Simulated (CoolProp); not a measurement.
A simple Rankine cycle with R1224YDZ: condensing at 326.15 K, boiler at 0.965 MPa, turbine inlet 379.8 K, turbine efficiency 0.7, pump efficiency 0.7, no recuperator. Each further row changes one setting.

The numbers come from the reference Helmholtz-energy equation of state, Akasaka 2023 in CoolProp.

```csv
case,thermal efficiency (%),net work (kJ/kg),heat in (kJ/kg),turbine exit temperature (K),volume ratio over the turbine
as stated,6.2,11.6,189,356.3,2.82
turbine inlet 399.8 K,(withheld),(withheld),(withheld),(withheld),2.77
condensing temperature 318.15 K,(withheld),(withheld),198,351.5,(withheld)
boiler pressure 0.675 MPa,4.1,7.90,194,366.0,1.90
turbine efficiency 0.6,(withheld),9.87,189,358.2,2.84
```

Question: Fill in the missing entries.

Answer: 
- turbine inlet 399.8 K, thermal efficiency (%): 6.1
- turbine inlet 399.8 K, net work (kJ/kg): 12.7
- turbine inlet 399.8 K, heat in (kJ/kg): 209
- turbine inlet 399.8 K, turbine exit temperature (K): 377.5
- condensing temperature 318.15 K, thermal efficiency (%): 7.3
- condensing temperature 318.15 K, net work (kJ/kg): 14.5
- condensing temperature 318.15 K, volume ratio over the turbine: 3.58
- turbine efficiency 0.6, thermal efficiency (%): 5.2
